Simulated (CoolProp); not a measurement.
Values from CoolProp's reference Helmholtz-energy equation of state, Lemmon 2006. It is a short technical equation, of lower accuracy than the large ones.

### Question
For n-decane, give the phase and the cp (kJ/(kg K)), cv (kJ/(kg K)), expansivity (1/kK), viscosity (µPa s) at 518.3 K and 0.525 MPa.

### Answer
- 518.3 K and 0.525 MPa: liquid; cp 3.15, cv 2.64, expansivity 2.35, viscosity 124

Viscosity comes from a separate model (Huber 2004).
